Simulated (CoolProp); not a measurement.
Vapour-liquid equilibrium of dimethyl ether (1) + methanol (2) at 300.7 K; x and y are mole fractions of (1).

Computed with CoolProp (multi-fluid Helmholtz-energy mixture model, Wu 2011 and de Reuck 1993; pair parameters Bell 2016).

```tsv
x	bubble pressure, mixture model (MPa)	bubble pressure, Raoult's law (MPa)	y, mixture model	y, Raoult's law
0.05	0.08404	0.05014	0.776	0.633
0.125	0.1687	0.09630	0.892	0.824
0.2	0.2390	0.1425	0.927	0.891
0.275	0.2966	0.1886	0.943	0.926
0.35	0.3435	0.2348	0.953	0.946
0.425	0.3821	0.2809	0.959	0.960
0.5	0.4149	0.3271	0.964	0.970
0.575	0.4440	0.3733	0.968	0.978
0.65	0.4717	0.4194	0.972	0.984
0.725	0.4998	0.4656	0.976	0.989
0.8	0.5302	0.5117	0.981	0.992
0.875	0.5645	0.5579	0.987	0.996
0.95	0.6044	0.6041	0.994	0.998
```

The largest gap from Raoult's law is +75.2 % in bubble pressure, at x = 0.125. No azeotrope shows between x = 0.05 and 0.95.

Pair parameters are fitted to limited data, so mixtures are less certain than the pure fluids. With so large a gap from Raoult's law the liquid may split in two, which this calculation doesn't test in full.
